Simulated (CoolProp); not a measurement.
Model: reference Helmholtz-energy equation of state, Thol 2016, in CoolProp.

For hexamethyldisiloxane (MM), give the phase and the density (kg/m³), cv (kJ/(kg K)), isothermal compressibility (1/MPa), expansivity (1/kK) at 560.5 K and 11 MPa; 587.8 K and 11 MPa; 601.4 K and 11 MPa.


- 560.5 K and 11 MPa: supercritical; density 502, cv 2.15, isothermal compressibility 0.0176, expansivity 2.32
- 587.8 K and 11 MPa: supercritical; density 470, cv 2.20, isothermal compressibility 0.0230, expansivity 2.49
- 601.4 K and 11 MPa: supercritical; density 454, cv 2.23, isothermal compressibility 0.0260, expansivity 2.57
